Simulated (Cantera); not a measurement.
Feed: 1 mol Si₃N₄, 0.28 mol Si, 0.01 mol H₂, at 0.000160 bar.

Equilibrium computed with Cantera from the NASA thermochemical tables; the gas is ideal and each condensed phase is pure. Candidate condensed phases: Si, Si₃N₄; 18 gas species. Equilibrium is a limit: real reactors are often held back by kinetics, nucleation or transport.

Which condensed phases are stable at each of these points (T (K)): 1723, 1773, 1823, 1873, 1923, 1973, 2023, 2073, 2123, 2173, 2223, 2273, 2323, 2373?


```
T (K)  condensed phases  Si condensed (%)
-----  ----------------  ----------------
1723              Si(l)              99.6
1773              Si(l)              99.1
1823              Si(l)              98.2
1873              Si(l)              96.3
1923              Si(l)              92.4
1973              Si(l)              84.3
2023              Si(l)              64.5
2073           gas only               0.0
2123           gas only               0.0
2173           gas only               0.0
2223           gas only               0.0
2273           gas only               0.0
2323           gas only               0.0
2373           gas only               0.0
```

From 1723 K to 2023 K the condensed part is Si(l). From 2073 K to 2373 K nothing is condensed.
